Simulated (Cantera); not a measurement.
An isothermal, constant-pressure homogeneous reactor starts with NO : N₂ = 1 : 4.1 (molar parts), at 1948 K and 100.0 Torr. Integrator tolerance rtol = 1e-08.

Computed with Cantera and GRI-Mech 3.0 (53 species, 325 reactions).

Q: What does this change do: temperature 1948 to 1750 K?

A: 
```
quantity                                             before                                    after
----------------  -----------------------------------------  ---------------------------------------
x(NO) at 4.00 s       0.141 (gas-phase equilibrium 0.00478)    0.189 (gas-phase equilibrium 0.00254)
x(NO₂) at 4.00 s    3.56e-5 (gas-phase equilibrium 2.22e-6)  2.94e-5 (gas-phase equilibrium 1.76e-6)
x(O) at 4.00 s    0.000214 (gas-phase equilibrium 0.000378)  1.59e-5 (gas-phase equilibrium 6.41e-5)
x(O₂) at 4.00 s       0.0272 (gas-phase equilibrium 0.0954)   0.00335 (gas-phase equilibrium 0.0967)
x(N₂O) at 4.00 s    8.17e-6 (gas-phase equilibrium 1.05e-7)  1.38e-5 (gas-phase equilibrium 5.75e-8)
x(N₂) at 4.00 s         0.831 (gas-phase equilibrium 0.899)      0.807 (gas-phase equilibrium 0.901)
```

Q: What does this change do: temperature 1948 to 1500 K?

A: 
```
quantity                                             before                                    after
----------------  -----------------------------------------  ---------------------------------------
x(NO) at 4.00 s       0.141 (gas-phase equilibrium 0.00478)   0.196 (gas-phase equilibrium 0.000897)
x(NO₂) at 4.00 s    3.56e-5 (gas-phase equilibrium 2.22e-6)  2.76e-5 (gas-phase equilibrium 1.19e-6)
x(O) at 4.00 s    0.000214 (gas-phase equilibrium 0.000378)  4.30e-7 (gas-phase equilibrium 3.49e-6)
x(O₂) at 4.00 s       0.0272 (gas-phase equilibrium 0.0954)  0.000170 (gas-phase equilibrium 0.0976)
x(N₂O) at 4.00 s    8.17e-6 (gas-phase equilibrium 1.05e-7)  1.23e-5 (gas-phase equilibrium 2.15e-8)
x(N₂) at 4.00 s         0.831 (gas-phase equilibrium 0.899)      0.804 (gas-phase equilibrium 0.902)
```
